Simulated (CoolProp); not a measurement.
m-xylene along the isobar 5.43 bar: density (kg/m³) from the reference equation and from simpler models built on Tc = 343.7 °C, pc = 35.35 bar, ω = 0.326; each cubic takes its own stable root.

Computed with CoolProp (reference Helmholtz-energy equation of state, Zhou 2012).

| T (°C) | phase | reference |
|---|---|---|
| -32.75 | liquid | 908.9 |
| -17.25 | liquid | 896.0 |
| -1.75 | liquid | 883.0 |
| 13.75 | liquid | 869.9 |
| 29.25 | liquid | 856.6 |
| 44.65 | liquid | 843.3 |
| 60.15 | liquid | 829.6 |
| 75.65 | liquid | 815.8 |
| 91.15 | liquid | 801.7 |
| 106.55 | liquid | 787.4 |
| 122.05 | liquid | 772.7 |
| 137.55 | liquid | 757.5 |
| 153.05 | liquid | 741.9 |

**Question.** How far does each simpler model (Redlich-Kwong, Soave-Redlich-Kwong, Peng-Robinson) lie from the reference over these 13 states: mean and median of the absolute difference, and the worst?

**Answer.** 
- Redlich-Kwong: mean 16.6 %, median 16.4 %, worst -17.5 % at 153.05 °C and 5.43 bar
- Soave-Redlich-Kwong: mean 13.8 %, median 13.5 %, worst -15.3 % at -32.75 °C and 5.43 bar
- Peng-Robinson: mean 2.9 %, median 2.6 %, worst -5.1 % at -32.75 °C and 5.43 bar
